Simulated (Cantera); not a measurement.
A Cantera script and what it prints.

```python
import numpy as np
import cantera as ct

gas_names = """
    CL CL2 H HCL H2 Pb PbCL PbCL2 PbCL4 Pb2
""".split()
cond_names = """
    Pb(cr) Pb(L) PbCL2(s) PbCL2(L)
""".split()


# ... load() reads the species with a 1 bar reference pressure and builds the phases ...
atoms = {
    'PbCl2': {'Pb': 1, 'CL': 2},
    'H2': {'H': 2},
}
top_T = {}  # K; cautious upper limits of use, not melting points


# ... equilibrate(T, P, feed) seeds the gas with the atoms and calls Mixture.equilibrate('TP', solver="vcs", rtol=1e-11, max_steps=5000) ...
results = []
feed = {'PbCl2': 1, 'H2': 4.4}  # mol
P = 120  # Pa
for T in [1048, 1098, 1148, 1198, 1248, 1298, 1348, 1398, 1448, 1498, 1548, 1598, 1648, 1698]:
    mix = equilibrate(T, P, feed)
    results.append((T, P, feed, dict(zip(mix.species_names, mix.species_moles))))
    x = sorted(zip(gas.X, gas.species_names), reverse=True)
    print(f"T = {T:g} K  P = {P:g} Pa  gas = {mix.phase_moles(0):.4g} mol")
    print("   x: " + "  ".join(f"{s} {v:.3e}" for v, s in x if v > 0.001))
    print("   condensed (mol): " + ("  ".join(f"{mix.phase(i).name} {mix.phase_moles(i):.4g}"
          for i in range(1, mix.n_phases) if mix.phase_moles(i) > 1e-12) or "none"))
```

It prints:

```
T = 1048 K  P = 120 Pa  gas = 5.881 mol
   x: H2 6.531e-01  HCL 1.902e-01  PbCL 8.904e-02  Pb 3.724e-02  PbCL2 3.040e-02
   condensed (mol): Pb(L) 0.07851
T = 1098 K  P = 120 Pa  gas = 6.005 mol
   x: H2 6.320e-01  HCL 2.015e-01  PbCL 9.062e-02  Pb 5.543e-02  PbCL2 2.047e-02
   condensed (mol): none
T = 1148 K  P = 120 Pa  gas = 6.069 mol
   x: H2 6.148e-01  HCL 2.204e-01  PbCL 8.258e-02  Pb 6.893e-02  PbCL2 1.327e-02
   condensed (mol): none
T = 1198 K  P = 120 Pa  gas = 6.125 mol
   x: H2 6.001e-01  HCL 2.367e-01  Pb 8.188e-02  PbCL 7.291e-02  PbCL2 8.478e-03
   condensed (mol): none
T = 1248 K  P = 120 Pa  gas = 6.173 mol
   x: H2 5.876e-01  HCL 2.503e-01  Pb 9.372e-02  PbCL 6.290e-02  PbCL2 5.382e-03
   condensed (mol): none
T = 1298 K  P = 120 Pa  gas = 6.213 mol
   x: H2 5.773e-01  HCL 2.617e-01  Pb 1.042e-01  PbCL 5.339e-02  PbCL2 3.415e-03
   condensed (mol): none
T = 1348 K  P = 120 Pa  gas = 6.247 mol
   x: H2 5.689e-01  HCL 2.710e-01  Pb 1.131e-01  PbCL 4.484e-02  PbCL2 2.177e-03
   condensed (mol): none
T = 1398 K  P = 120 Pa  gas = 6.274 mol
   x: H2 5.620e-01  HCL 2.785e-01  Pb 1.205e-01  PbCL 3.745e-02  PbCL2 1.400e-03
   condensed (mol): none
T = 1448 K  P = 120 Pa  gas = 6.297 mol
   x: H2 5.564e-01  HCL 2.845e-01  Pb 1.267e-01  PbCL 3.122e-02
   condensed (mol): none
T = 1498 K  P = 120 Pa  gas = 6.316 mol
   x: H2 5.519e-01  HCL 2.893e-01  Pb 1.317e-01  PbCL 2.603e-02
   condensed (mol): none
T = 1548 K  P = 120 Pa  gas = 6.332 mol
   x: H2 5.481e-01  HCL 2.930e-01  Pb 1.358e-01  PbCL 2.176e-02
   condensed (mol): none
T = 1598 K  P = 120 Pa  gas = 6.345 mol
   x: H2 5.449e-01  HCL 2.959e-01  Pb 1.391e-01  PbCL 1.826e-02  H 1.134e-03
   condensed (mol): none
T = 1648 K  P = 120 Pa  gas = 6.358 mol
   x: H2 5.421e-01  HCL 2.980e-01  Pb 1.417e-01  PbCL 1.539e-02  H 1.893e-03
   condensed (mol): none
T = 1698 K  P = 120 Pa  gas = 6.372 mol
   x: H2 5.394e-01  HCL 2.993e-01  Pb 1.438e-01  PbCL 1.304e-02  H 3.066e-03  CL 1.323e-03
   condensed (mol): none
```

These are equilibrium values from Cantera (NASA tables, ideal gas, pure condensed phases), not measurements of a reactor. The tables' values for PbCl4 are old estimates; treat these amounts as uncertain.
